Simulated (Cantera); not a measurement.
Charge: 1 mol CO, 0.19 mol H2O, 0.36 mol N2, equilibrated at 2075 °C and 0.293 Torr.

Equilibrium computed with Cantera from the NASA thermochemical tables; the gas is ideal and each condensed phase is pure. Candidate condensed phases: C, C6H6, C7H8, C8H18, H2O; 136 gas species. Rates play no part.

Base state: CO 0.538, N2 0.210, H 0.113, CO2 0.0487, H2 0.0327, O 0.0238, H2O 0.0171, OH 0.0101 (mole fractions); condensed: gas only.

Problem. What changes in the equilibrium state with this change: temperature from 2075 °C to 1750 °C?

Solution. 
| species | before | after |
|---|---|---|
| CO | 0.538 | 0.560 |
| N2 | 0.210 | 0.229 |
| CO2 | 0.0487 | 0.0765 |
| H | 0.113 | 0.0247 |
| H2 | 0.0327 | 0.0658 |
| O | 0.0238 | 0.000447 |
| OH | 0.0101 | 0.00164 |
| H2O | 0.0171 | 0.0420 |
| O2 | 0.00515 | 0.000123 |
| NO | 0.00140 | 0.000106 |

Problem. What changes in the equilibrium state with this change: H2O from 0.19 to 0.28 mol?

Solution. 
```tsv
species	before	after
CO	0.538	0.484
N2	0.210	0.194
H	0.113	0.134
H2O	0.0171	0.0306
OH	0.0101	0.0154
H2	0.0327	0.0459
O	0.0238	0.0304
CO2	0.0487	0.0562
O2	0.00515	0.00845
NO	0.00140	0.00172
```
